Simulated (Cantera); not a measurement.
Cantera run:

```python
import numpy as np
import cantera as ct

gas_names = """
    B BH BH2 BH3 BN B2 H H2 N NH NH2 NH3 N2 N2H2 N2H4
""".split()
cond_names = """
    B(b) B(L) BN(s)
""".split()


# ... load() reads the species with a 1 bar reference pressure and builds the phases ...
atoms = {
    'B': {'B': 1},
    'N2': {'N': 2},
    'H2': {'H': 2},
}
top_T = {'BN(s)': 3200}  # K; cautious upper limits of use, not melting points


# ... equilibrate(T, P, feed) seeds the gas with the atoms and calls Mixture.equilibrate('TP', solver="vcs", rtol=1e-11, max_steps=5000) ...
results = []
feed = {'B': 1, 'N2': 2, 'H2': 16}  # mol
P = 13  # Pa
for T in [1500, 1600, 1700, 1800, 1900, 2000, 2100, 2200, 2300, 2400]:
    mix = equilibrate(T, P, feed)
    results.append((T, P, feed, dict(zip(mix.species_names, mix.species_moles))))
    x = sorted(zip(gas.X, gas.species_names), reverse=True)
    print(f"T = {T:g} K  P = {P:g} Pa  gas = {mix.phase_moles(0):.4g} mol")
    print("   x: " + "  ".join(f"{s} {v:.3e}" for v, s in x if v > 0.001))
    print("   condensed (mol): " + ("  ".join(f"{mix.phase(i).name} {mix.phase_moles(i):.4g}"
          for i in range(1, mix.n_phases) if mix.phase_moles(i) > 1e-12) or "none"))
```

Result:

```
T = 1500 K  P = 13 Pa  gas = 17.51 mol
   x: H2 9.129e-01  N2 8.565e-02  H 1.475e-03
   condensed (mol): BN(s) 1
T = 1600 K  P = 13 Pa  gas = 17.54 mol
   x: H2 9.099e-01  N2 8.552e-02  H 4.549e-03
   condensed (mol): BN(s) 1
T = 1700 K  P = 13 Pa  gas = 17.61 mol
   x: H2 9.025e-01  N2 8.519e-02  H 1.228e-02
   condensed (mol): BN(s) 0.9998
T = 1800 K  P = 13 Pa  gas = 17.76 mol
   x: H2 8.859e-01  N2 8.449e-02  H 2.956e-02
   condensed (mol): BN(s) 0.9984
T = 1900 K  P = 13 Pa  gas = 18.59 mol
   x: H2 8.287e-01  N2 1.076e-01  H 6.336e-02
   condensed (mol): B(b) 0.9926
T = 2000 K  P = 13 Pa  gas = 19.22 mol
   x: H2 7.694e-01  H 1.251e-01  N2 1.040e-01  B 1.025e-03
   condensed (mol): B(b) 0.9728
T = 2100 K  P = 13 Pa  gas = 20.39 mol
   x: H2 6.722e-01  H 2.240e-01  N2 9.810e-02  B 4.997e-03
   condensed (mol): B(b) 0.8852
T = 2200 K  P = 13 Pa  gas = 22.53 mol
   x: H2 5.297e-01  H 3.595e-01  N2 8.876e-02  B 2.104e-02
   condensed (mol): B(b) 0.5045
T = 2300 K  P = 13 Pa  gas = 25.57 mol
   x: H 5.148e-01  H2 3.679e-01  N2 7.819e-02  B 3.843e-02
   condensed (mol): none
T = 2400 K  P = 13 Pa  gas = 28.49 mol
   x: H 6.665e-01  H2 2.282e-01  N2 7.018e-02  B 3.483e-02
   condensed (mol): none
```

Cantera equilibrium calculation (NASA polynomials, part measured and part estimated; ideal gas, pure solids and liquids). The tables' values for BH2 are old estimates; treat these amounts as uncertain.
